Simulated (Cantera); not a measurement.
A freely propagating, adiabatic, planar premixed flame of H₂ : O₂ : N₂ : H₂O = 1 : 0.357 : 1.71 : 0.21 (molar parts), unburnt at 400 K and 750 Torr; mixture-averaged transport, grid criteria slope 0.08 and curve 0.16, no radiation.

Model: the H2/O2 subset of GRI-Mech 3.0, which has no nitrogen chemistry, integrated in Cantera. Burning velocities carry a grid error of a few per cent, more on coarse grids.

x: mole fraction of selected species; z is measured from the peak of heat release.

```csv
z (mm),T (K),u (m/s),x H₂,x O₂,x H₂O,x H₂O₂,x OH,x H
-1.06,400,3.10,0.305,0.109,0.0641,<1e-8,<1e-8,<1e-8
-0.707,400,3.10,0.305,0.109,0.0641,<1e-8,<1e-8,<1e-8
-0.530,400,3.10,0.305,0.109,0.0641,<1e-8,<1e-8,<1e-8
-0.353,400,3.10,0.304,0.109,0.0642,?,<1e-8,<1e-8
-0.177,423,3.24,0.296,0.110,0.0658,?,1.10e-5,5.93e-6
-0.0883,655,4.88,0.263,0.105,0.0860,?,0.000740,0.00185
0,1044,7.58,0.202,0.0818,0.143,?,0.00124,0.0154
0.0883,1331,9.55,0.135,0.0434,0.218,?,0.00311,0.0348
0.177,1488,10.6,0.0987,0.0178,0.265,?,0.00488,0.0441
0.353,1626,11.5,0.0846,0.00540,0.289,?,0.00617,0.0414
0.707,1746,12.3,0.0861,0.00279,0.298,?,0.00620,0.0309
1.41,1848,12.9,0.0886,0.00149,0.304,?,0.00530,0.0210
2.83,1923,13.4,0.0904,0.000682,0.309,?,0.00395,0.0135
```

Q: Fill in the missing entries.

A: 
- -0.353, x H₂O₂: 3.46e-8
- -0.177, x H₂O₂: 1.08e-5
- -0.0883, x H₂O₂: 6.83e-5
- 0, x H₂O₂: 1.51e-5
- 0.0883, x H₂O₂: 2.96e-6
- 0.177, x H₂O₂: 2.07e-6
- 0.353, x H₂O₂: 1.26e-6
- 0.707, x H₂O₂: 6.47e-7
- 1.41, x H₂O₂: 3.16e-7
- 2.83, x H₂O₂: 1.55e-7
